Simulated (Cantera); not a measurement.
**Fe + CO₂ + CO + SO₂ (metals in furnace atmospheres)**

Feed: 1 mol Fe, 0.1 mol CO₂, 55 mol CO, 0.16 mol SO₂, at 0.133 bar.

Method: chemical equilibrium by Gibbs-energy minimisation in Cantera with the NASA 1993 tables (ideal gas, pure condensed phases). Candidate condensed phases: C, Fe, Fe(CO)₅, FeO, FeS, FeSO₄, FeS₂, Fe₂O₃, Fe₂(SO₄)₃, Fe₃O₄, S; 25 gas species. Metal and sulfide melt together well below either melting point, which pure phases cannot show. Mutual solubility and eutectic melting of coexisting phases are not modelled. FeS: taken at fixed stoichiometry. Condensed phases not in the tables: cementite and carbon dissolved in iron. Gases not in the tables: S₃ to S₇. Kinetics and transport are ignored.

At 1075 K the condensed part is C(graphite) + Fe(α) + FeS(s). At 1150 K the condensed part is Fe(α) + FeS(s). From 1225 K to 1450 K the condensed part is Fe(γ) + FeS(s). From 1525 K to 1600 K the condensed part is Fe(γ) + FeS(l). At 1675 K the condensed part is Fe(δ) + FeS(l). At 1750 K the condensed part is Fe(δ). At 1825 K the condensed part is Fe(l).

```csv
T (K),x CO,x CO₂,x S₂,x COS,x Fe,n C(graphite),n Fe(α),n FeS(s),n Fe(γ),n FeS(l),n Fe(δ),n Fe(l)
1075,0.982,0.0175,6.81e-9,5.97e-5,3.38e-12,0.534,0.843,0.157,0,0,0,0
1150,0.992,0.00762,6.81e-8,9.91e-5,6.44e-11,0,0.846,0.154,0,0,0,0
1225,0.992,0.00762,5.15e-7,0.000154,8.46e-10,0,0,0.151,0.849,0,0,0
1300,0.992,0.00762,3.07e-6,0.000227,8.19e-9,0,0,0.147,0.853,0,0,0
1375,0.992,0.00763,1.49e-5,0.000320,6.16e-8,0,0,0.140,0.860,0,0,0
1450,0.992,0.00763,6.08e-5,0.000434,3.74e-7,0,0,0.129,0.871,0,0,0
1525,0.992,0.00763,0.000173,0.000513,1.90e-6,0,0,0,0.888,0.112,0,0
1600,0.991,0.00763,0.000429,0.000584,8.22e-6,0,0,0,0.921,0.0788,0,0
1675,0.991,0.00763,0.000975,0.000657,3.11e-5,0,0,0,0,0.0131,0.985,0
1750,0.991,0.00761,0.00114,0.000545,0.000105,0,0,0,0,0,0.994,0
1825,0.990,0.00760,0.00117,0.000434,0.000314,0,0,0,0,0,0,0.983
```
x: gas mole fraction; n: condensed amount in mol.
